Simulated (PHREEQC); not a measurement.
Dissolve 1.2 mmol/kgw H3BO3, 2.4 mmol/kgw KOH and 1.5 mmol/kgw KCl at 25 °C. Closed to the air; pH follows from the charge balance.

Model: ion-association model, phreeqc.dat, run in PHREEQC.

```tsv
quantity	before	after
pH	11.05	10.46
ionic strength (mol/kgw)	0.00390	0.00390
H3BO3 (mol/kgw)	1.71e-5	4.61e-5
SI of Sylvite (KCl)	-6.19	-6.29
```

### Question
Name the change that produced these shifts.
A. temperature from 25 to 45 °C
B. H3BO3 from 0.0012 to 0.0018 mol/kgw
C. temperature from 25 to 20 °C
D. H3BO3 from 0.0012 to 0.00132 mol/kgw

### Answer
A, temperature from 25 to 45 °C

Precipitation was switched off in this run. At this temperature some constants are extrapolated from 25 °C, and those without enthalpy data are left unchanged.
